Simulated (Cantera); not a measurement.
**Si3N4 + C + N2 (sublimation and decomposition of ceramics)**

Charge: 1 mol Si3N4, 0.082 mol C, 9.7 mol N2, equilibrated at 57000 Pa.

Cantera equilibrium calculation (NASA polynomials, part measured and part estimated; ideal gas, pure solids and liquids). Candidate condensed phases: C, Si, SiC, Si3N4; 20 gas species. Mutual solubility and eutectic melting of coexisting phases are not modelled. The tables' values for SiN are old estimates; treat these amounts as uncertain. Rates play no part.

```csv
T (K),x N2,x Si,x Si2N,x SiN,n C(graphite),n Si3N4(s),n SiC(s),n Si(l)
1525,1.00,8.71e-11,<1e-12,7.61e-11,0.0820,1.00,0,0
1575,1.00,4.89e-10,2.78e-12,3.50e-10,0.0820,1.00,0,0
1625,1.00,2.47e-9,2.17e-11,1.46e-9,0.0820,1.00,0,0
1675,1.00,1.13e-8,1.50e-10,5.61e-9,0,0.973,0.0820,0
1725,1.00,4.71e-8,9.20e-10,1.98e-8,0,0.973,0.0820,0
1775,1.00,1.81e-7,5.08e-9,6.53e-8,0,0.973,0.0820,0
1825,1.000,6.47e-7,2.55e-8,2.01e-7,0,0.973,0.0820,0
1875,1.000,2.15e-6,1.17e-7,5.82e-7,0,0.973,0.0820,0
1925,1.000,6.73e-6,4.96e-7,1.59e-6,0,0.973,0.0820,0
1975,1.000,1.98e-5,1.95e-6,4.14e-6,0,0.973,0.0820,0
2025,1.000,5.53e-5,7.13e-6,1.03e-5,0,0.972,0.0820,0
2075,1.000,0.000147,2.45e-5,2.43e-5,0,0.972,0.0819,0
2125,1.000,0.000305,5.31e-5,4.52e-5,0,0,0.0818,2.91
2175,0.999,0.000506,7.64e-5,6.78e-5,0,0,0.0817,2.91
```
x: gas mole fraction; n: condensed amount in mol.

From 1525 K to 1625 K the condensed part is C(graphite) + Si3N4(s). From 1675 K to 2075 K the condensed part is SiC(s) + Si3N4(s). From 2125 K to 2175 K the condensed part is Si(l) + SiC(s).
